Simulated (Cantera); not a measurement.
Charge: 1 mol Si2H6, 6 mol O2, at 0.540 Torr.

Method: chemical equilibrium by Gibbs-energy minimisation in Cantera with the NASA 1993 tables (ideal gas, pure condensed phases). Candidate condensed phases: H2O, Si, SiO2; 18 gas species. The feed counts by its element totals alone. The tables hold silica as quartz up to 1696 K and as liquid above; real silica turns to tridymite and cristobalite and melts near 1996 K. Kinetics and transport are ignored.

x: gas mole fraction; n: condensed amount in mol.

| T (°C) | x H2O | x O2 | x OH | x O | x H2 | x H | n SiO2(α-quartz) | n SiO2(β-quartz) |
|---|---|---|---|---|---|---|---|---|
| 550 | 0.545 | 0.455 | 2.98e-8 | ? | 4.40e-12 | <1e-12 | 2.00 | 0 |
| 600 | 0.545 | 0.455 | 1.16e-7 | ? | 3.47e-11 | <1e-12 | 0 | 2.00 |
| 650 | 0.545 | 0.455 | 3.90e-7 | ? | 2.20e-10 | <1e-12 | 0 | 2.00 |
| 700 | 0.545 | 0.455 | 1.16e-6 | ? | 1.15e-9 | 1.37e-12 | 0 | 2.00 |
| 750 | 0.545 | 0.455 | 3.08e-6 | ? | 5.15e-9 | 1.11e-11 | 0 | 2.00 |
| 800 | 0.545 | 0.455 | 7.52e-6 | ? | 2.01e-8 | 7.39e-11 | 0 | 2.00 |
| 850 | 0.545 | 0.455 | 1.69e-5 | ? | 6.93e-8 | 4.18e-10 | 0 | 2.00 |
| 900 | 0.545 | 0.455 | 3.56e-5 | ? | 2.16e-7 | 2.04e-9 | 0 | 2.00 |
| 950 | 0.545 | 0.455 | 7.03e-5 | ? | 6.13e-7 | 8.77e-9 | 0 | 2.00 |
| 1000 | 0.545 | 0.454 | 0.000132 | ? | 1.60e-6 | 3.37e-8 | 0 | 2.00 |
| 1050 | 0.545 | 0.454 | 0.000236 | ? | 3.91e-6 | 1.17e-7 | 0 | 2.00 |
| 1100 | 0.545 | 0.454 | 0.000404 | ? | 8.93e-6 | 3.71e-7 | 0 | 2.00 |
| 1150 | 0.545 | 0.454 | 0.000667 | ? | 1.93e-5 | 1.09e-6 | 0 | 2.00 |

Q: What belongs in the gaps?

A: 
- 550, x O: 5.78e-12
- 600, x O: 4.77e-11
- 650, x O: 3.13e-10
- 700, x O: 1.70e-9
- 750, x O: 7.82e-9
- 800, x O: 3.13e-8
- 850, x O: 1.11e-7
- 900, x O: 3.51e-7
- 950, x O: 1.02e-6
- 1000, x O: 2.70e-6
- 1050, x O: 6.68e-6
- 1100, x O: 1.55e-5
- 1150, x O: 3.38e-5
